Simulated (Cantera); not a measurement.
Input: 1 mol MgO, 0.55 mol SO₃, 19 mol N₂, 1.4 mol SO₂, held at 750 Torr.

These are equilibrium values from Cantera (NASA tables, ideal gas, pure condensed phases), not measurements of a reactor. Candidate condensed phases: Mg, MgO, MgS, MgSO₄, S; 22 gas species. Mutual solubility and eutectic melting of coexisting phases are not modelled. The numbers say what is thermodynamically allowed, not how fast it happens.

x: gas mole fraction; n: condensed amount in mol.

| T (K) | x N₂ | x SO₂ | x O₂ | x NO | n MgO(s) | n MgSO₄(s) |
|---|---|---|---|---|---|---|
| 1173 | 0.928 | 0.0702 | 0.000892 | [?] | 0.501 | 0.499 |
| 1273 | 0.896 | 0.0905 | 0.0122 | [?] | 1.00 | 0 |
| 1373 | 0.895 | 0.0911 | 0.0125 | [?] | 1.00 | 0 |
| 1473 | 0.895 | 0.0915 | 0.0126 | [?] | 1.00 | 0 |
| 1573 | 0.895 | 0.0916 | 0.0126 | [?] | 1.00 | 0 |
| 1673 | 0.895 | 0.0917 | 0.0125 | [?] | 1.00 | 0 |
| 1773 | 0.895 | 0.0917 | 0.0124 | [?] | 1.00 | 0 |
| 1873 | 0.895 | 0.0918 | 0.0122 | [?] | 1.00 | 0 |
| 1973 | 0.894 | 0.0917 | 0.0120 | [?] | 1.000 | 0 |

Fill in the missing entries.


- 1173, x NO: 1.12e-5
- 1273, x NO: 8.50e-5
- 1373, x NO: 0.000161
- 1473, x NO: 0.000279
- 1573, x NO: 0.000449
- 1673, x NO: 0.000680
- 1773, x NO: 0.000981
- 1873, x NO: 0.00136
- 1973, x NO: 0.00181
